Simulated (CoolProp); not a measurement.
Properties of hydrogen sulfide along the isobar 0.101 MPa (Tc = 100.0 °C, pc = 8.999 MPa, ω = 0.101).

Values from CoolProp's reference Helmholtz-energy equation of state, Lemmon 2006. It is a short technical equation, of lower accuracy than the large ones.

| T (°C) | phase | Z | isothermal compressibility (1/MPa) | viscosity (µPa s) | fugacity coefficient |
|---|---|---|---|---|---|
| 20.15 | gas | 0.9920 | 9.982 | ___ | 0.9920 |
| 27.95 | gas | 0.9926 | 9.975 | ___ | 0.9927 |
| 35.65 | gas | 0.9932 | 9.969 | 12.5 | 0.9932 |
| 43.35 | gas | 0.9937 | 9.964 | ___ | 0.9937 |
| 51.15 | gas | 0.9942 | 9.959 | 13.2 | 0.9942 |
| 58.85 | gas | 0.9946 | 9.955 | ___ | 0.9946 |
| 66.65 | gas | 0.9950 | 9.951 | ___ | 0.9950 |
| 74.35 | gas | 0.9953 | 9.948 | ___ | 0.9953 |
| 82.05 | gas | 0.9956 | 9.945 | ___ | 0.9956 |
| 89.85 | gas | 0.9959 | 9.942 | 14.8 | 0.9959 |

Q: Complete the blanks.

A: 
- 20.15, viscosity (µPa s): 11.9
- 27.95, viscosity (µPa s): 12.2
- 43.35, viscosity (µPa s): 12.9
- 58.85, viscosity (µPa s): 13.5
- 66.65, viscosity (µPa s): 13.9
- 74.35, viscosity (µPa s): 14.2
- 82.05, viscosity (µPa s): 14.5

Viscosity comes from a separate model (Quiñones-Cisneros 2012).
